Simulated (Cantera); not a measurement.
**Diamond growth**

A diamond (100) surface in a fixed gas of H2 with x(CH4) = 0.026, x(H) = 0.00062, x(CH3) = 2.5e-05, 0.0316 atm; coverages are run to steady state.

Cantera simulation using the Harris–Goodwin 1993 mechanism for the reconstructed diamond (100) surface; the numbers are that mechanism's predictions, not measurements.

| T (K) | growth (µm/h) | θ c6HH | θ c6H* | θ c6*H | θ c6** | θ c6HM |
|---|---|---|---|---|---|---|
| 950 | 0.277 | 0.628 | 0.0136 | 0.323 | 0.00596 | 0.0227 |
| 1000 | 0.270 | 0.591 | 0.0177 | 0.363 | 0.00841 | 0.0139 |
| 1050 | 0.196 | 0.558 | 0.0223 | 0.399 | 0.0112 | 0.00644 |
| 1100 | 0.116 | 0.527 | 0.0270 | 0.428 | 0.0141 | 0.00234 |
| 1150 | 0.0727 | 0.500 | 0.0317 | 0.450 | 0.0169 | 0.000766 |
| 1200 | 0.0569 | 0.478 | 0.0364 | 0.466 | 0.0194 | 0.000249 |
| 1250 | 0.0524 | 0.462 | 0.0408 | 0.476 | 0.0214 | 8.24e-5 |
| 1300 | 0.0462 | 0.452 | 0.0450 | 0.480 | 0.0229 | 2.78e-5 |
| 1350 | 0.0322 | 0.447 | 0.0487 | 0.481 | 0.0238 | 9.63e-6 |
| 1400 | 0.0172 | 0.446 | 0.0521 | 0.477 | 0.0242 | 3.56e-6 |
θ: site fractions in the mechanism's names (c6HH fully hydrogenated, c6H* and c6*H radical sites, c6** diradical, c6HM methylated).
